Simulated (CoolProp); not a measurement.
20 sccm (0 °C, 1 atm) of nitrogen bubbles through liquid ethylbenzene at 365 K and leaves saturated at a total pressure of 0.15 MPa (ideal gas phase). Each further row changes one setting.

Model: reference Helmholtz-energy equation of state, Zhou 2012, in CoolProp.

```csv
case,vapour pressure (kPa),mole fraction of vapour,delivery (mg/min),delivery (sccm),change of delivery for a bath 1 K warmer (%)
as stated,25.9,?,19.8,?,4.4
bath temperature 370 K,30.8,?,24.5,5.17,4.4
total pressure 0.3 MPa,25.9,0.0864,8.95,?,3.9
```

**Question.** Some entries are withheld; supply them.

**Answer.** 
- as stated, mole fraction of vapour: 0.173
- as stated, delivery (sccm): 4.18
- bath temperature 370 K, mole fraction of vapour: 0.205
- total pressure 0.3 MPa, delivery (sccm): 1.89
